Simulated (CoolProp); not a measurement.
A closed Brayton cycle with carbon dioxide: compressor inlet 305.15 K and 8.9 MPa, high pressure 30.9 MPa, turbine inlet 880 K, compressor efficiency 0.85, turbine efficiency 0.9, recuperator effectiveness 0.95 (on enthalpy, no pinch check). Each further row changes one setting.

Values from CoolProp's reference Helmholtz-energy equation of state, Span 1996.

```csv
case,thermal efficiency (%),net work (kJ/kg),compressor to turbine work,compressor exit (K),turbine exit (K)
as stated,41.9,139,0.19,337.8,726.3
turbine inlet 830 K,40.2,___,___,337.8,681.6
compressor inlet 315.15 K,___,123,0.29,389.5,726.3
high pressure 26.3 MPa,40.6,125,0.18,332.4,745.4
recuperator effectiveness 0.5,25.5,139,0.19,337.8,726.3
```

Question: Fill in the missing entries.

Answer: 
- turbine inlet 830 K, net work (kJ/kg): 128
- turbine inlet 830 K, compressor to turbine work: 0.21
- compressor inlet 315.15 K, thermal efficiency (%): 40.4
